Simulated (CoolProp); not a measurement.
The fluid at 293.15 K and 2.49 MPa flows at 17 m/s in a round tube of 6 mm bore and 45 µm roughness, fully developed (64/Re and Nu = 3.66 if laminar; Colebrook and Gnielinski if turbulent). The same conditions are run with several fluids, on thermodynamics alone (safety and materials aside).

Computed with CoolProp (reference Helmholtz-energy equation of state of each fluid (carbon dioxide: Span 1996; methane: Setzmann 1991; CF4 (R14): Platzer 1990; C2F6 (R116): Lemmon 2006; oxygen: Schmidt 1985)). The equations of Platzer and Polt are older, rougher fits.

```
fluid           Reynolds number  Darcy friction factor  pressure drop (Pa/m)  heat-transfer coefficient (W/(m² K))  mass flow (kg/h)
--------------  ---------------  ---------------------  --------------------  ------------------------------------  ----------------
carbon dioxide           356000                 0.0347                 44000                                  4500              91.1
methane                  153000                 0.0349                 14400                                  3480              29.7
CF4 (R14)                547000                    ___                 83100                                  6130               172
C2F6 (R116)             1390000                 0.0345                189000                                   ___               393
oxygen                      ___                 0.0349                 28000                                  2780              57.5
```

**Question.** Complete the blanks.

**Answer.** 
- CF4 (R14), Darcy friction factor: 0.0346
- C2F6 (R116), heat-transfer coefficient (W/(m² K)): 20000
- oxygen, Reynolds number: 163000

Transport values come from each fluid's own correlations; those of CF4 (R14), C2F6 (R116) are estimates that may be off by 10 % or more.
